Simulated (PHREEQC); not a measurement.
Dissolve 0.011 mol/kgw ZnSO4 and 0.071 mol/kgw MgSO4 at 25 °C. Closed to the air; pH follows from the charge balance.

All values are PHREEQC results (ion-association model, wateq4f.dat), not measurements.

Each row changes one thing in this solution. Precipitation was switched off in this run.

| case | pH | ionic strength (mol/kgw) | SO4-2 (mol/kgw) | MgSO4 (mol/kgw) | Mg+2 (mol/kgw) | Zn+2 (mol/kgw) | SI of Epsomite (MgSO4:7H2O) | SI of Zincite(c) (ZnO) |
|---|---|---|---|---|---|---|---|---|
| as made | 6.02 | 0.161 | 0.0388 | 0.0355 | 0.0355 | 0.00484 | -1.67 | -1.87 |
| ZnSO4 from 0.011 to 0.0165 mol/kgw | 5.95 | 0.171 | 0.0404 | 0.0356 | 0.0354 | 0.00722 | -1.67 | -1.86 |
| diluted 100-fold with water | 6.50 | 0.00296 | 0.000740 | 6.96e-5 | 0.000640 | 9.89e-5 | -4.39 | -2.24 |
| ZnSO4 from 0.011 to 0.0055 mol/kgw | 6.16 | 0.152 | 0.0373 | 0.0355 | 0.0355 | 0.00243 | -1.67 | -1.89 |
| MgSO4 from 0.071 to 0.0781 mol/kgw | 6.04 | 0.173 | 0.0417 | 0.0396 | 0.0385 | 0.00473 | -1.62 | -1.86 |
| 0.008 mol/kgw AlCl3 added | 4.40 | 0.179 | 0.0343 | 0.0321 | 0.0389 | 0.00540 | -1.71 | -5.09 |
| ZnSO4 from 0.011 to 0.0011 mol/kgw | 6.46 | 0.144 | 0.0360 | 0.0354 | 0.0356 | 0.000488 | -1.67 | -1.99 |
| temperature from 25 to 10 °C | 6.25 | 0.183 | 0.0440 | 0.0300 | 0.0410 | 0.00477 | -1.46 | -2.27 |

Some of these states are supersaturated (in Basaluminite, Boehmite (slow to form), for instance). At this temperature some constants are extrapolated from 25 °C, and those without enthalpy data are left unchanged.
